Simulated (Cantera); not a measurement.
A Cantera script and what it prints.

```python
import numpy as np
import cantera as ct

gas_names = """
    C CH CH2 CH3 CH4 C2 C2H C2H2,acetylene C2H2,vinylidene C2H3,vinyl C2H4 C2H5 C2H6 C3 C3H3,propargyl
    C3H4,allene C3H4,propyne C3H4,cyclo- C3H5,allyl C3H6,propylene C3H6,cyclo- C3H7,n-propyl
    C3H7,i-propyl C3H8 C4 C4H2 C4H4,1,3-cyclo- C4H6,butadiene C4H6,2-butyne C4H6,cyclo- C4H8,1-butene
    C4H8,cis2-buten C4H8,tr2-butene C4H8,isobutene C4H8,cyclo- C4H9,n-butyl C4H9,i-butyl C4H9,s-butyl
    C4H9,t-butyl C4H10,isobutane C4H10,n-butane C5 C5H6,1,3cyclo- C5H8,cyclo- C5H10,1-pentene
    C5H10,cyclo- C5H11,pentyl C5H11,t-pentyl C5H12,n-pentane C5H12,i-pentane CH3C(CH3)2CH3 C6H2
    C6H5,phenyl C6H6 C6H10,cyclo- C6H12,1-hexene C6H12,cyclo- C6H13,n-hexyl C7H7,benzyl C7H8
    C7H14,1-heptene C7H15,n-heptyl C7H16,n-heptane C8H8,styrene C8H10,ethylbenz C8H16,1-octene
    C8H17,n-octyl C8H18,isooctane C8H18,n-octane C9H19,n-nonyl C10H8,naphthale C10H21,n-decyl
    C12H9,o-bipheny C12H10,bipheny H H2 Si SiC SiC2 SiC4H12 SiH SiH2 SiH3 SiH4 Si2 Si2C Si3
""".split()
cond_names = """
    C(gr) C6H6(L) C7H8(L) C8H18(L),n-octa Si(cr) Si(L) SiC(b)
""".split()


def load(file, names, dense=False):
    # The tables refer to 1 bar. Condensed volumes are neglected.
    table = {s.name: s for s in ct.Species.list_from_file(file)}
    out = []
    for n in names:
        d = dict(table[n].input_data)
        d["thermo"] = dict(d["thermo"], **{"reference-pressure": 1e5})
        if dense:
            d["equation-of-state"] = {"model": "constant-volume", "density": "1e6 g/cm^3"}
        out.append(ct.Species.from_dict(d))
    return out


gas = ct.Solution(thermo="ideal-gas", species=load("nasa_gas.yaml", gas_names))
cond = {s.name: ct.Solution(thermo="fixed-stoichiometry", species=[s], name=s.name)
        for s in load("nasa_condensed.yaml", cond_names, dense=True)}
atoms = {
    'SiH4': {'Si': 1, 'H': 4},
    'C2H4': {'C': 2, 'H': 4},
    'H2': {'H': 2},
}
top_T = {'C(gr)': 4500, 'SiC(b)': 3050}  # K; cautious upper limits of use, not melting points


def equilibrate(T, P, feed):
    n = {}
    for name, mol in feed.items():
        for a, k in atoms[name].items():
            n[a] = n.get(a, 0.0) + k * mol
    gas.TPX = T, P, n
    mass = sum(n.values()) * gas.mean_molecular_weight
    gas.equilibrate("TP")
    valid = [c for c in cond.values() if c.min_temp <= T <= top_T.get(c.name, c.max_temp)]
    mix = ct.Mixture([(gas, mass / gas.mean_molecular_weight)] + [(c, 0.0) for c in valid])
    mix.T, mix.P = T, P
    mix.equilibrate("TP", solver="vcs", rtol=1e-11, max_steps=5000)
    return mix


results = []
feed = {'SiH4': 1, 'C2H4': 0.056, 'H2': 12}  # mol
P = 690  # Pa
for T in [2025, 2075, 2125, 2175, 2225, 2275, 2325]:
    mix = equilibrate(T, P, feed)
    results.append((T, P, feed, dict(zip(mix.species_names, mix.species_moles))))

top = {s: max(r[3][s] / sum(r[3][g] for g in gas_names) for r in results) for s in gas_names}
cols = sorted((s for s in top if top[s] > 0.001), key=lambda s: -top[s])[:6]
seen = [c for c in cond_names if any(r[3].get(c, 0) > 1e-12 for r in results)]
print("log10 of partial pressures in bar; condensed amounts in mol")
print(f"{'T/K':>10s}" + "".join(f"{s[:9]:>10s}" for s in cols + seen))
for T, P, feed, n in results:
    ng = sum(n[g] for g in gas_names)
    print(f"{T:10.4g}" + "".join(f"{np.log10(max(n[s] / ng * P / 1e5, 1e-99)):10.3f}" for s in cols)
          + "".join(f"{n.get(c, 0):10.4g}" for c in seen))
```

Result:

```
log10 of partial pressures in bar; condensed amounts in mol
       T/K        H2         H        Si      Si2C       SiH      SiC2     Si(L)    SiC(b)
      2025    -2.175    -3.803    -4.235    -5.752    -5.516    -8.011    0.7513    0.1082
      2075    -2.182    -3.666    -3.992    -5.422    -5.325    -7.519    0.6459    0.1037
      2125    -2.193    -3.536    -3.760    -5.108    -5.145    -7.051    0.4671   0.09452
      2175    -2.208    -3.415    -3.540    -4.809    -4.976    -6.605    0.1659   0.07603
      2225    -2.221    -3.299    -3.456    -4.651    -4.942    -6.052         0   0.05574
      2275    -2.233    -3.187    -3.454    -4.578    -4.986    -5.447         0   0.02714
      2325    -2.247    -3.082    -3.444    -4.614    -5.022    -5.102         0         0
```

Method: chemical equilibrium by Gibbs-energy minimisation in Cantera with the NASA 1993 tables (ideal gas, pure condensed phases). Mutual solubility and eutectic melting of coexisting phases are not modelled. Gases not in the tables: Si2H6 and higher silanes.
